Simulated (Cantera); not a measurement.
**Stirred combustor or abatement burner**

A perfectly stirred reactor is fed with H2 : O2 : N2 = 1 : 1.11 : 4.18 (molar parts), equivalence ratio 0.45, at 760 Torr; it is adiabatic with a 323 K inlet, and is followed from long to short residence time, starting on the burning branch (τ in s: 0.026, 0.014, 0.0078, 0.0043, 0.0024, 0.0013, 0.00071, 0.00039, 0.00021, 0.00012, 6.4e-05, 3.5e-05, 1.9e-05).

Cantera simulation using the H2/O2 subset of GRI-Mech 3.0, which has no nitrogen chemistry; the numbers are that mechanism's predictions, not measurements.

```csv
τ (s),T (K),x H2,x O2,x OH,x H2O2,x O
0.026,1550,0.000347,0.105,0.00126,4.12e-7,0.000249
0.014,1546,0.000522,0.105,0.00153,5.36e-7,0.000376
0.0078,1541,0.000766,0.105,0.00184,6.85e-7,0.000554
0.0043,1534,0.00113,0.105,0.00219,8.80e-7,0.000816
0.0024,1524,0.00165,0.105,0.00259,1.13e-6,0.00118
0.0013,1510,0.00246,0.105,0.00303,1.48e-6,0.00171
0.00071,1489,0.00363,0.105,0.00348,1.97e-6,0.00240
0.00039,1459,0.00538,0.105,0.00386,2.69e-6,0.00325
0.00021,1416,0.00827,0.106,0.00411,3.87e-6,0.00418
0.00012,1360,0.0128,0.108,0.00408,5.59e-6,0.00480
6.4e-5,1255,0.0257,0.115,0.00337,8.88e-6,0.00433
3.5e-5,323,0.159,0.176,<1e-12,<1e-12,<1e-12
1.9e-5,323,0.159,0.176,<1e-12,<1e-12,<1e-12
```
x: mole fraction; the columns are a selection and need not sum to one.
